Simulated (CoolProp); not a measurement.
Aqueous sodium chloride as a coolant, at 31 °C, 1 atm.

Model: Melinder's fits for secondary coolants, in CoolProp.

```
mass %  freezing point (°C)  Prandtl number  density (kg/m³)  viscosity (mPa s)  conductivity (W/(m K))
------  -------------------  --------------  ---------------  -----------------  ----------------------
5                      -3.1            5.49             1030              0.852                   0.611
6.7                    -4.2            5.58             1042         (withheld)                   0.610
8.4              (withheld)            5.69             1055              0.911                   0.608
10.1                   -6.6            5.81             1067              0.944                   0.606
11.7                   -7.9            5.94             1079              0.977                   0.605
13.4                   -9.4            6.10             1091               1.02                   0.603
15.1                  -11.0            6.27             1104               1.06                   0.601
16.8                  -12.7      (withheld)             1117               1.11                   0.599
18.5                  -14.6            6.72             1131               1.16                   0.597
20.2                  -16.7            7.01             1144               1.22                   0.595
```

Task: Fill in the missing entries.

Result: 
- 6.7, viscosity (mPa s): 0.880
- 8.4, freezing point (°C): -5.4
- 16.8, Prandtl number: 6.48
